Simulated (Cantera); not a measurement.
**Moist CO burnout**

An isothermal, constant-pressure homogeneous reactor starts with 0.243 % CO, 6.18 % O₂, 0.0196 % H₂O, 93.6 % N₂, equivalence ratio 0.020, at 1475 K and 150000 Pa.

Detailed kinetics in Cantera: GRI-Mech 3.0 (53 species, 325 reactions).

| t (s) | x CO | x O₂ | x H₂O | x H | x H₂O₂ |
|---|---|---|---|---|---|
| 0.000400 | 0.00243 | 0.0618 | 0.000196 | 3.09e-10 | <1e-12 |
| 0.00169 | 0.00243 | 0.0617 | 0.000196 | 9.93e-9 | 2.70e-12 |
| 0.00711 | 0.00150 | 0.0611 | 0.000175 | 3.97e-6 | 3.63e-9 |
| 0.0300 | 0.000121 | 0.0606 | 0.000189 | 2.22e-7 | 7.05e-10 |
| 0.126 | 4.53e-6 | 0.0606 | 0.000194 | 5.67e-9 | 6.95e-11 |
| 0.533 | 7.28e-8 | 0.0606 | 0.000196 | 3.95e-10 | 1.23e-11 |
| 2.25 | 2.72e-8 | 0.0606 | 0.000196 | 3.16e-10 | 1.06e-11 |
| 9.49 | 2.72e-8 | 0.0606 | 0.000196 | 3.16e-10 | 1.06e-11 |
| 40.0 | 2.72e-8 | 0.0606 | 0.000196 | 3.16e-10 | 1.06e-11 |
x: mole fraction; the columns are a selection and need not sum to one.

Equilibrium at this temperature and pressure: CO 2.72e-8, O₂ 0.0603, H₂O 0.000196, H 3.17e-10, H₂O₂ 1.06e-11 (gas phase only).
